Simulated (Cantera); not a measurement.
Feed: 1 mol Pb, 1.2 mol O2, 12 mol H2, at 1523 K and 1.60 mbar.

These are equilibrium values from Cantera (NASA tables, ideal gas, pure condensed phases), not measurements of a reactor. Candidate condensed phases: H2O, Pb, PbO, PbO2, Pb3O4; 12 gas species. Kinetics and transport are ignored.

Base state: H2 0.738, H2O 0.185, Pb 0.0769, H 0.000496 (mole fractions); condensed: gas only.

Q: What changes in the equilibrium state with this change: H2 from 12 to 0.89 mol?

A: 
```json
[
 {"species": "H2O", "before": "0.185", "after": "0.391"},
 {"species": "PbO", "before": "8.54e-6", "after": "0.325"},
 {"species": "O2", "before": "<1e-9", "after": "0.169"},
 {"species": "H2", "before": "0.738", "after": "6.09e-5"},
 {"species": "Pb", "before": "0.0769", "after": "0.114"},
 {"species": "O", "before": "2.21e-9", "after": "5.67e-5"},
 {"species": "OH", "before": "3.83e-6", "after": "0.000892"},
 {"species": "H", "before": "0.000496", "after": "4.51e-6"}
]
```
Gases not in the tables: (PbO)n polymers.
